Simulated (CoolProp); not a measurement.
A simple Rankine cycle with R113: condensing at 289.15 K, boiler at 0.675 MPa, turbine inlet 407.8 K, turbine efficiency 0.9, pump efficiency 0.6, no recuperator. Each further row changes one setting.

Model: reference Helmholtz-energy equation of state, Marx 1992, in CoolProp.

```csv
case,thermal efficiency (%),net work (kJ/kg),heat in (kJ/kg),turbine exit temperature (K),volume ratio over the turbine
as stated,18.4,42.2,229,337.6,20.6
turbine inlet 427.8 K,18.3,44.9,245,356.8,20.3
condensing temperature 281.15 K,19.8,46.7,236,330.8,28.7
boiler pressure 0.472 MPa,16.6,38.6,232,347.0,14.1
turbine efficiency 0.8,16.4,37.4,229,344.4,21.1
```
